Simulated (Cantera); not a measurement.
A perfectly stirred reactor is fed with 3.57 % CH4, 4.64 % H2, 19.3 % O2, 72.5 % N2, at 9000 Torr; it is adiabatic with a 300 K inlet, and is followed from long to short residence time, starting on the burning branch (τ in s: 0.29, 0.1, 0.036, 0.013, 0.0046, 0.0016, 0.00058, 0.00021, 7.3e-05, 2.6e-05, 9.3e-06).

Detailed kinetics in Cantera: GRI-Mech 3.0 (53 species, 325 reactions). The pressure lies above the range GRI-Mech 3.0 was tuned for (to about 10 atm).

One state of this run: T (K) = 1468; x CH4 = 0.000378; x H2 = 0.000593; x O2 = 0.103; x C2H2 = 5.68e-7; x CO2 = 0.0329. x: mole fraction; the columns are a selection and need not sum to one.

Question: Which value of τ (s) does it belong to?
(A) 7.3e-5
(B) 0.00021
(C) 0.0046
(D) 0.10

Answer: C, 0.0046
